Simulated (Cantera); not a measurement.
A perfectly stirred reactor is fed with H₂ : O₂ = 0.26 : 1 (molar parts), at 0.0267 bar; it is held at 998 K, and followed from long to short residence time.

Cantera simulation using GRI-Mech 3.0 (53 species, 325 reactions); the numbers are that mechanism's predictions, not measurements. Radical loss at walls, strong at low pressure, is not modelled. The temperature is held fixed by assumption; the heat of reaction is taken as removed at once.

What does this change do: H2 0.26 to 0.98 parts?


```csv
quantity,before,after
x(H₂) at τ = 12.0 s,0.000249,0.000623
x(O₂) at τ = 12.0 s,0.770,0.342
x(OH) at τ = 12.0 s,0.000187,0.000250
x(HO₂) at τ = 12.0 s,4.68e-6,1.04e-5
x(O) at τ = 12.0 s,0.000104,7.81e-5
x(H₂) at τ = 69.0 ms,0.00546,0.0147
x(O₂) at τ = 69.0 ms,0.767,0.345
x(OH) at τ = 69.0 ms,0.00128,0.00169
x(HO₂) at τ = 69.0 ms,2.61e-5,3.79e-5
x(O) at τ = 69.0 ms,0.00266,0.00227
```
